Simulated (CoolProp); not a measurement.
Properties of n-octane along the isobar 2.34 bar.

Computed with CoolProp (reference Helmholtz-energy equation of state, Beckmüller 2019).

```csv
T (K),phase,Z,speed of sound (m/s),Joule-Thomson coefficient (K/MPa),expansivity (1/kK),viscosity (µPa s),conductivity (mW/(m K))
295.9,liquid,0.01551,1182,-0.4241,…,527,125
322.6,liquid,0.01468,1073,-0.3851,1.221,390,117
349.3,liquid,…,966.8,…,…,302,110
376,liquid,0.01351,863.6,-0.2873,1.430,…,103
402.7,liquid,0.01314,762.5,-0.2217,1.591,195,95.7
429.5,liquid,0.01289,661.4,-0.1338,1.822,159,89.0
456.2,gas,0.9196,171.0,19.02,2.961,8.62,26.6
482.9,gas,0.9357,178.8,14.95,2.620,9.12,29.6
509.6,gas,0.9476,185.7,12.08,2.370,9.63,32.7
536.4,gas,0.9567,192.2,9.986,2.176,10.1,35.9
563.1,gas,0.9638,198.2,…,2.021,10.6,39.2
589.8,gas,0.9694,203.9,7.214,1.891,11.1,42.6
```

Q: Fill in the missing entries.

A: 
- 295.9, expansivity (1/kK): 1.151
- 349.3, Z: 0.01403
- 349.3, Joule-Thomson coefficient (K/MPa): -0.3403
- 349.3, expansivity (1/kK): 1.311
- 376, viscosity (µPa s): 241
- 563.1, Joule-Thomson coefficient (K/MPa): 8.419

Viscosity comes from a separate model (Huber 2004). Thermal conductivity comes from a separate model (Huber 2005).
